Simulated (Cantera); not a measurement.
N2O furnace oxynitridation

An isothermal, constant-pressure homogeneous reactor starts with 4.99 % N2O, 0.195 % H2, 94.8 % N2, at 1425 K and 17.3 Torr.

Computed with Cantera and GRI-Mech 3.0 (53 species, 325 reactions). GRI-Mech 3.0 was tuned for natural gas; its chemistry of N2O as a main component is partial and can be far from experiment. Radical loss at walls, strong at low pressure, is not modelled.

```
t (s)       x N2O      x H2       x H   x N2    x H2O2
--------  -------  --------  --------  -----  --------
1.00e-5    0.0499   0.00195  3.33e-10  0.948    <1e-12
3.76e-5    0.0499   0.00195   4.46e-9  0.948    <1e-12
0.000141   0.0499   0.00195   5.50e-8  0.948    <1e-12
0.000531   0.0499   0.00195   5.36e-7  0.948    <1e-12
0.00200    0.0499   0.00193   3.82e-6  0.948  4.10e-11
0.00751    0.0495   0.00166   1.39e-5  0.948  8.18e-10
0.0282     0.0478  0.000525   7.44e-6  0.950   1.13e-9
0.106      0.0454   2.03e-5   6.12e-7  0.951  4.73e-10
0.399      0.0389   6.10e-7   4.55e-7  0.954  1.95e-10
1.50       0.0219   6.97e-7   5.61e-7  0.961  1.06e-10
5.64      0.00266   9.09e-7   6.95e-7  0.970  7.77e-11
21.2      8.93e-6   1.05e-7   2.57e-8  0.971  9.17e-12
79.8      1.87e-8   5.92e-8   1.10e-8  0.971  5.32e-12
300       1.87e-8   5.92e-8   1.10e-8  0.971  5.32e-12
```
x: mole fraction; the columns are a selection and need not sum to one.

Equilibrium at this temperature and pressure: N2O 3.28e-9, H2 5.44e-8, H 1.06e-8, N2 0.975, H2O2 5.77e-12 (gas phase only).
